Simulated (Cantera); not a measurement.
Silicon epitaxy and polysilicon growth: SiCl4 + HCl + N2 + Cl2

Feed: 1 mol SiCl4, 0.89 mol HCl, 3.3 mol N2, 0.066 mol Cl2, equilibrated at 10.0 Torr.

Equilibrium computed with Cantera from the NASA thermochemical tables; the gas is ideal and each condensed phase is pure. Candidate condensed phases: NH4Cl, Si, Si3N4; 28 gas species. The tables' values for SiCl3 are old estimates; treat these amounts as uncertain. The numbers say what is thermodynamically allowed, not how fast it happens.

| T (K) | x N2 | x SiCl4 | x HCl | x Cl | x SiCl3 | x Cl2 | x SiCl2 |
|---|---|---|---|---|---|---|---|
| 1398 | 0.623 | 0.189 | 0.168 | 0.0162 | 0.000158 | 0.00445 | 5.66e-7 |
| 1423 | 0.622 | 0.188 | 0.168 | 0.0178 | 0.000260 | 0.00368 | 1.42e-6 |
| 1448 | 0.622 | 0.188 | 0.168 | 0.0193 | 0.000424 | 0.00300 | 3.51e-6 |
| 1473 | 0.621 | 0.188 | 0.168 | 0.0207 | 0.000685 | 0.00242 | 8.56e-6 |
| 1498 | 0.621 | 0.187 | 0.167 | 0.0221 | 0.00109 | 0.00195 | 2.04e-5 |
| 1523 | 0.620 | 0.186 | 0.167 | 0.0234 | 0.00172 | 0.00158 | 4.73e-5 |
| 1548 | 0.619 | 0.185 | 0.167 | 0.0250 | 0.00264 | 0.00131 | 0.000105 |
| 1573 | 0.618 | 0.183 | 0.167 | 0.0269 | 0.00394 | 0.00111 | 0.000223 |
| 1598 | 0.617 | 0.181 | 0.166 | 0.0293 | 0.00570 | 0.000972 | 0.000445 |
| 1623 | 0.615 | 0.177 | 0.166 | 0.0325 | 0.00796 | 0.000889 | 0.000834 |
| 1648 | 0.612 | 0.173 | 0.165 | 0.0365 | 0.0107 | 0.000846 | 0.00147 |
| 1673 | 0.609 | 0.168 | 0.164 | 0.0416 | 0.0140 | 0.000834 | 0.00244 |
| 1698 | 0.605 | 0.162 | 0.163 | 0.0479 | 0.0177 | 0.000847 | 0.00384 |
x: gas mole fraction; nothing condenses.

From 1398 K to 1698 K nothing is condensed. The main Si-bearing gas is SiCl4 throughout.
